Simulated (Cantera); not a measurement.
Input (Python, Cantera) and output of one run.

```python
import numpy as np
import cantera as ct

gas_names = """
    H H2 N NH NH2 NH3 N2 N2H2 N2H4 Pb Pb2
""".split()
cond_names = """
    Pb(cr) Pb(L)
""".split()


def load(file, names, dense=False):
    # The tables refer to 1 bar. Condensed volumes are neglected.
    table = {s.name: s for s in ct.Species.list_from_file(file)}
    out = []
    for n in names:
        d = dict(table[n].input_data)
        d["thermo"] = dict(d["thermo"], **{"reference-pressure": 1e5})
        if dense:
            d["equation-of-state"] = {"model": "constant-volume", "density": "1e6 g/cm^3"}
        out.append(ct.Species.from_dict(d))
    return out


gas = ct.Solution(thermo="ideal-gas", species=load("nasa_gas.yaml", gas_names))
cond = {s.name: ct.Solution(thermo="fixed-stoichiometry", species=[s], name=s.name)
        for s in load("nasa_condensed.yaml", cond_names, dense=True)}
atoms = {
    'Pb': {'Pb': 1},
    'H2': {'H': 2},
    'N2': {'N': 2},
}
top_T = {}  # K; cautious upper limits of use, not melting points


def equilibrate(T, P, feed):
    n = {}
    for name, mol in feed.items():
        for a, k in atoms[name].items():
            n[a] = n.get(a, 0.0) + k * mol
    gas.TPX = T, P, n
    mass = sum(n.values()) * gas.mean_molecular_weight
    gas.equilibrate("TP")
    valid = [c for c in cond.values() if c.min_temp <= T <= top_T.get(c.name, c.max_temp)]
    mix = ct.Mixture([(gas, mass / gas.mean_molecular_weight)] + [(c, 0.0) for c in valid])
    mix.T, mix.P = T, P
    mix.equilibrate("TP", solver="vcs", rtol=1e-11, max_steps=5000)
    return mix


results = []
feed = {'Pb': 1, 'H2': 6.8, 'N2': 5.3}  # mol
T = 848.15  # K
P = 48  # Pa
mix = equilibrate(T, P, feed)
results.append((T, P, feed, dict(zip(mix.species_names, mix.species_moles))))
print(gas.report(threshold=0.0001))
for i in range(1, mix.n_phases):
    print(f"{mix.phase(i).name:16s} {mix.phase_moles(i):12.5e} mol")
```

It prints:

```
       temperature   848.15 K
          pressure   48 Pa
           density   9.2059e-05 kg/m^3
  mean mol. weight   13.525 kg/kmol
   phase of matter   gas

                          1 kg             1 kmol
                     ---------------   ---------------
          enthalpy        1.2155e+06        1.6439e+07  J
   internal energy        6.9406e+05        9.3871e+06  J
           entropy             19042        2.5754e+05  J/K
    Gibbs function       -1.4935e+07         -2.02e+08  J
 heat capacity c_p            2266.2             30650  J/K
 heat capacity c_v            1651.4             22336  J/K

                      mass frac. Y      mole frac. X     chem. pot. / RT
                     ---------------   ---------------   ---------------
                H2          0.083716           0.56163           -25.331
                N2           0.90669           0.43774           -32.923
                Pb         0.0095923        0.00062614           -9.4227
     [   +8 minor]        3.2183e-07        2.5309e-07

Pb(L)             9.92419e-01 mol
```

These are equilibrium values from Cantera (NASA tables, ideal gas, pure condensed phases), not measurements of a reactor.
